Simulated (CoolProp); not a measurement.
Ethylene at 298.15 K and 15.7 MPa is compressed adiabatically to 79.5 MPa with isentropic efficiency 0.7. Each further row changes one setting.

Computed with CoolProp (reference Helmholtz-energy equation of state, Smukala 2000).

| case | work (kJ/kg) | final temperature (K) | final density (kg/m³) |
|---|---|---|---|
| as stated | 211 | 374.5 | 449 |
| efficiency 1 | 148 | 348.5 | 469 |
| efficiency 0.65 | 227 | 381.0 | 445 |
